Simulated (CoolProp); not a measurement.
R113 at 449.5 K and 4.4 MPa is throttled through a valve to 2.52 MPa with no heat exchange. Each further row changes one setting.

Values from CoolProp's reference Helmholtz-energy equation of state, Marx 1992.

```
case                       temperature change (K)  final phase  final density (kg/m³)
-------------------------  ----------------------  -----------  ---------------------
as stated                                       ?       liquid                      ?
outlet pressure 0.756 MPa                       ?            ?                      ?
outlet pressure 3.28 MPa                        ?       liquid                      ?
```

Some entries are withheld; supply them.


- as stated, temperature change (K): -1.3
- as stated, final density (kg/m³): 1110
- outlet pressure 0.756 MPa, temperature change (K): -51.3
- outlet pressure 0.756 MPa, final phase: two-phase, vapour fraction 0.481
- outlet pressure 0.756 MPa, final density (kg/m³): 103
- outlet pressure 3.28 MPa, temperature change (K): -0.7
- outlet pressure 3.28 MPa, final density (kg/m³): 1120
